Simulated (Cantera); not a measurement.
A Cantera script and what it prints.

```python
import numpy as np
import cantera as ct

gas_names = """
    F F2 H HF H2 H2F2 H3F3 H4F4 H5F5 H6F6 H7F7 Si SiF SiF2 SiF3 SiF4 SiH SiHF3 SiH2 SiH2F2 SiH3 SiH3F
    SiH4 Si2 Si3
""".split()
cond_names = """
    Si(cr) Si(L)
""".split()


# ... load() reads the species with a 1 bar reference pressure and builds the phases ...
atoms = {
    'Si': {'Si': 1},
    'F2': {'F': 2},
    'H2': {'H': 2},
}
top_T = {}  # K; cautious upper limits of use, not melting points


# ... equilibrate(T, P, feed) seeds the gas with the atoms and calls Mixture.equilibrate('TP', solver="vcs", rtol=1e-11, max_steps=5000) ...
results = []
T = 723.15  # K
P = 100000  # Pa
for m in [8.4, 16, 23, 31, 38, 46, 53, 61, 68, 76, 83, 91, 98]:
    feed = {'Si': 1, 'F2': 9.8, 'H2': m}  # mol
    mix = equilibrate(T, P, feed)
    results.append((T, P, feed, dict(zip(mix.species_names, mix.species_moles))))

top = {s: max(r[3][s] / sum(r[3][g] for g in gas_names) for r in results) for s in gas_names}
cols = sorted((s for s in top if top[s] > 1e-06), key=lambda s: -top[s])[:8]
seen = [c for c in cond_names if any(r[3].get(c, 0) > 1e-12 for r in results)]
print("log10 of partial pressures in bar; condensed amounts in mol")
print(f"{'n(H2)':>10s}" + "".join(f"{s[:9]:>10s}" for s in cols + seen))
for T, P, feed, n in results:
    ng = sum(n[g] for g in gas_names)
    print(f"{feed['H2']:10.4g}" + "".join(f"{np.log10(max(n[s] / ng * P / 1e5, 1e-99)):10.3f}" for s in cols)
          + "".join(f"{n.get(c, 0):10.4g}" for c in seen))
```

It prints:

```
log10 of partial pressures in bar; condensed amounts in mol
     n(H2)        HF        H2      SiF4      H2F2
       8.4    -0.042    -1.457    -1.235    -3.900
        16    -0.201    -0.481    -1.394    -4.218
        23    -0.309    -0.321    -1.502    -4.434
        31    -0.407    -0.234    -1.600    -4.628
        38    -0.477    -0.190    -1.670    -4.769
        46    -0.546    -0.157    -1.739    -4.906
        53    -0.598    -0.136    -1.791    -5.011
        61    -0.651    -0.118    -1.844    -5.116
        68    -0.692    -0.106    -1.885    -5.199
        76    -0.735    -0.095    -1.928    -5.285
        83    -0.770    -0.087    -1.963    -5.354
        91    -0.806    -0.079    -1.999    -5.427
        98    -0.835    -0.073    -2.029    -5.486
```

Equilibrium computed with Cantera from the NASA thermochemical tables; the gas is ideal and each condensed phase is pure.
